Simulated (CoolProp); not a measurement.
Saturated liquid density (kg/m³) of C3F8 (R218): the reference equation beside estimates from Tc = 345.0 K, pc = 26.40 bar, ω = 0.317.

The numbers come from the reference Helmholtz-energy equation of state, Lemmon 2006 in CoolProp. It is a short technical equation, of lower accuracy than the large ones.

```tsv
T (K)	reference	van der Waals	Peng-Robinson
250.1	1556	965.8	1664
255.3	1534	951.9	1638
260.4	1513	937.9	1610
265.6	1489	923.1	1582
270.8	1466	907.8	1551
275.9	1442	892.2	1519
281.1	1416	875.7	1485
286.2	1390	858.7	1450
291.4	1362	840.6	1412
296.6	1333	821.6	1371
```

Absolute difference from the reference over all 10 rows, mean and median: van der Waals 38.1 and 38.1 %, Peng-Robinson 5.3 and 5.6 %.
